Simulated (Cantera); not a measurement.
What does this Cantera script print?

```python
import numpy as np
import cantera as ct

gas_names = """
    AL ALBr ALBr3 ALN AL2 AL2Br6 Br Br2 N N2
""".split()
cond_names = """
    AL(cr) AL(L) ALBr3(s) ALBr3(L) ALN(s) Br2(cr) Br2(L)
""".split()


# ... load() reads the species with a 1 bar reference pressure and builds the phases ...
atoms = {
    'AlBr3': {'AL': 1, 'Br': 3},
    'N2': {'N': 2},
}
top_T = {'ALN(s)': 2750}  # K; cautious upper limits of use, not melting points


# ... equilibrate(T, P, feed) seeds the gas with the atoms and calls Mixture.equilibrate('TP', solver="vcs", rtol=1e-11, max_steps=5000) ...
results = []
feed = {'AlBr3': 1, 'N2': 47}  # mol
P = 1333.22  # Pa
for T in [748, 798, 848, 898, 948, 998, 1048, 1098, 1148]:
    mix = equilibrate(T, P, feed)
    results.append((T, P, feed, dict(zip(mix.species_names, mix.species_moles))))

top = {s: max(r[3][s] / sum(r[3][g] for g in gas_names) for r in results) for s in gas_names}
cols = sorted((s for s in top if top[s] > 1e-05), key=lambda s: -top[s])[:7]
seen = [c for c in cond_names if any(r[3].get(c, 0) > 1e-12 for r in results)]
print("log10 of partial pressures in bar; condensed amounts in mol")
print(f"{'T/K':>10s}" + "".join(f"{s[:9]:>10s}" for s in cols + seen))
for T, P, feed, n in results:
    ng = sum(n[g] for g in gas_names)
    print(f"{T:10.4g}" + "".join(f"{np.log10(max(n[s] / ng * P / 1e5, 1e-99)):10.3f}" for s in cols)
          + "".join(f"{n.get(c, 0):10.4g}" for c in seen))
```

It prints:

```
log10 of partial pressures in bar; condensed amounts in mol
       T/K        N2     ALBr3        Br    AL2Br6    ALN(s)
       748    -1.884    -3.557    -9.688    -6.633 2.544e-07
       798    -1.884    -3.557    -9.058    -7.106 1.072e-06
       848    -1.884    -3.556    -8.501    -7.520 3.833e-06
       898    -1.884    -3.556    -8.006    -7.886 1.194e-05
       948    -1.884    -3.556    -7.562    -8.210 3.309e-05
       998    -1.884    -3.556    -7.162    -8.500 8.294e-05
      1048    -1.884    -3.556    -6.800    -8.760 0.0001906
      1098    -1.884    -3.557    -6.470    -8.995 0.0004055
      1148    -1.884    -3.557    -6.168    -9.207 0.0008037
```

Method: chemical equilibrium by Gibbs-energy minimisation in Cantera with the NASA 1993 tables (ideal gas, pure condensed phases).
